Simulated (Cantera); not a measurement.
A closed system holds: 1 mol Ti, 2.6 mol H₂O, 20 mol H₂, held at 21.0 mbar.

Method: chemical equilibrium by Gibbs-energy minimisation in Cantera with the NASA 1993 tables (ideal gas, pure condensed phases). Candidate condensed phases: H₂O, Ti, TiO, TiO₂, Ti₂O₃, Ti₃O₅, Ti₄O₇; 12 gas species. Condensed phases not in the tables: Magnéli phases beyond Ti₄O₇. Rates play no part.

### Question
At 1725 K, list the 3 most abundant gas species with their mole fractions, and the condensed phases.

### Answer
H₂ 0.961, H₂O 0.0376, H 0.00126. Condensed: Ti₄O₇(s).
